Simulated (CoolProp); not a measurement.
C3F8 (R218) along the isobar 4.39 MPa: fugacity coefficient from the reference equation and from simpler models built on Tc = 345.0 K, pc = 2.640 MPa, ω = 0.317; each cubic takes its own stable root.

Model: reference Helmholtz-energy equation of state, Lemmon 2006, in CoolProp. It is a short technical equation, of lower accuracy than the large ones.

| T (K) | phase | reference | van der Waals | Redlich-Kwong | Soave-Redlich-Kwong | Peng-Robinson |
|---|---|---|---|---|---|---|
| 277.8 | liquid | 0.1187 | 0.2557 | 0.1643 | 0.1222 | 0.1167 |
| 289.4 | liquid | 0.1605 | 0.2944 | 0.2077 | 0.1656 | 0.1578 |
| 301 | liquid | 0.2097 | 0.3347 | 0.2555 | 0.2166 | 0.2063 |
| 312.6 | liquid | 0.2658 | 0.3760 | 0.3069 | 0.2745 | 0.2614 |
| 324.1 | liquid | 0.3272 | 0.4176 | 0.3603 | 0.3375 | 0.3214 |
| 335.7 | liquid | 0.3933 | 0.4597 | 0.4155 | 0.4048 | 0.3855 |
| 347.3 | supercritical | 0.4616 | 0.5014 | 0.4705 | 0.4732 | 0.4509 |
| 358.9 | supercritical | 0.5287 | 0.5420 | 0.5235 | 0.5390 | 0.5138 |
| 370.5 | supercritical | 0.5897 | 0.5808 | 0.5726 | 0.5979 | 0.5701 |
| 382.1 | supercritical | 0.6398 | 0.6170 | 0.6155 | 0.6470 | 0.6172 |
| 393.7 | supercritical | 0.6807 | 0.6496 | 0.6519 | 0.6880 | 0.6569 |
| 405.2 | supercritical | 0.7151 | 0.6780 | 0.6828 | 0.7229 | 0.6909 |
| 416.8 | supercritical | 0.7451 | 0.7030 | 0.7100 | 0.7537 | 0.7213 |
| 428.4 | supercritical | 0.7715 | 0.7251 | 0.7341 | 0.7810 | 0.7483 |
| 440 | supercritical | 0.7949 | 0.7448 | 0.7557 | 0.8053 | 0.7726 |
